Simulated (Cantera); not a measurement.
Input: 1 mol SiCl4, 0.73 mol Cl2, 0.88 mol H2, held at 952 °C and 22.0 bar.

Cantera equilibrium calculation (NASA polynomials, part measured and part estimated; ideal gas, pure solids and liquids). Candidate condensed phases: Si; 19 gas species. The tables' values for SiCl3 are old estimates; treat these amounts as uncertain. Rates play no part.

Base state: HCl 0.561, SiCl4 0.382, H2 0.0562, SiHCl3 0.00119, SiCl3 0.000196 (mole fractions); condensed: gas only.

### Question
What changes in the equilibrium state with this change: H2 from 0.88 to 0.62 mol?

### Answer
| species | before | after |
|---|---|---|
| HCl | 0.561 | 0.528 |
| SiCl4 | 0.382 | 0.425 |
| Cl2 | 1.08e-8 | 0.0467 |
| H2 | 0.0562 | 1.15e-8 |
| SiHCl3 | 0.00119 | <1e-9 |
| Cl | 1.35e-7 | 0.000281 |
| SiCl3 | 0.000196 | 1.05e-7 |
